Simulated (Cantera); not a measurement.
Charge: 1 mol Si3N4, 0.0025 mol Si, 0.64 mol N2, at 1000 Pa.

These are equilibrium values from Cantera (NASA tables, ideal gas, pure condensed phases), not measurements of a reactor. Candidate condensed phases: Si, Si3N4; 7 gas species. The tables' values for SiN are old estimates; treat these amounts as uncertain. Rates play no part.

x: gas mole fraction; n: condensed amount in mol.

| T (K) | x N2 | x Si | x Si2 | x SiN | n Si3N4(s) | n Si(l) |
|---|---|---|---|---|---|---|
| 1400 | 1.00 | 5.68e-10 | <1e-12 | 1.15e-10 | 1.00 | 0 |
| 1600 | 1.000 | 9.40e-7 | [?] | 8.09e-8 | 1.00 | 0 |
| 1800 | 1.000 | 0.000292 | [?] | 1.29e-5 | 1.00 | 0 |
| 2000 | 0.995 | 0.00435 | [?] | 0.000113 | 0 | 2.99 |
| 2200 | 0.961 | 0.0369 | [?] | 0.000610 | 0 | 2.89 |
| 2400 | 0.772 | 0.218 | [?] | 0.00225 | 0 | 2.19 |
| 2600 | 0.472 | 0.515 | [?] | 0.00308 | 0 | 0 |
| 2800 | 0.469 | 0.525 | [?] | 0.00242 | 0 | 0 |

Question: What belongs in the gaps?

Answer: 
- 1600, x Si2: 2.26e-10
- 1800, x Si2: 1.62e-6
- 2000, x Si2: 4.51e-5
- 2200, x Si2: 0.000590
- 2400, x Si2: 0.00498
- 2600, x Si2: 0.00836
- 2800, x Si2: 0.00310
